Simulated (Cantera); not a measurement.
Cantera run:

```python
import numpy as np
import cantera as ct

gas_names = """
    AL ALCL ALCL2 ALCL3 ALH ALN AL2 AL2CL6 CL CL2 H HCL H2 N NH NH2 NH3 N2 N2H2 N2H4
""".split()
cond_names = """
    AL(cr) AL(L) ALCL3(s) ALCL3(L) ALN(s) NH4CL(a) NH4CL(b)
""".split()


# ... load() reads the species with a 1 bar reference pressure and builds the phases ...
atoms = {
    'AlN': {'AL': 1, 'N': 1},
    'HCl': {'H': 1, 'CL': 1},
    'N2': {'N': 2},
}
top_T = {'ALN(s)': 2750}  # K; cautious upper limits of use, not melting points


# ... equilibrate(T, P, feed) seeds the gas with the atoms and calls Mixture.equilibrate('TP', solver="vcs", rtol=1e-11, max_steps=5000) ...
results = []
feed = {'AlN': 1, 'HCl': 0.66, 'N2': 2.9}  # mol
T = 973.15  # K
P = 1333.22  # Pa
mix = equilibrate(T, P, feed)
results.append((T, P, feed, dict(zip(mix.species_names, mix.species_moles))))
print(gas.report(threshold=0.0001))
for i in range(1, mix.n_phases):
    print(f"{mix.phase(i).name:16s} {mix.phase_moles(i):12.5e} mol")
```

It prints:

```
       temperature   973.15 K
          pressure   1333.2 Pa
           density   0.0051937 kg/m^3
  mean mol. weight   31.52 kg/kmol
   phase of matter   gas

                          1 kg             1 kmol
                     ---------------   ---------------
          enthalpy       -3.0474e+05       -9.6053e+06  J
   internal energy       -5.6144e+05       -1.7696e+07  J
           entropy            8635.7         2.722e+05  J/K
    Gibbs function       -8.7085e+06       -2.7449e+08  J
 heat capacity c_p            1099.8             34666  J/K
 heat capacity c_v            836.01             26351  J/K

                      mass frac. Y      mole frac. X     chem. pot. / RT
                     ---------------   ---------------   ---------------
             ALCL3           0.20021          0.047331           -121.97
               HCL           0.05017          0.043374           -43.073
                H2         0.0045417           0.07101           -24.401
                N2           0.74504           0.83828           -29.286
     [  +16 minor]        3.9259e-05        5.2687e-06

AL(L)             0.00000e+00 mol
ALCL3(L)          0.00000e+00 mol
ALN(s)            8.31470e-01 mol
```

Cantera equilibrium calculation (NASA polynomials, part measured and part estimated; ideal gas, pure solids and liquids).
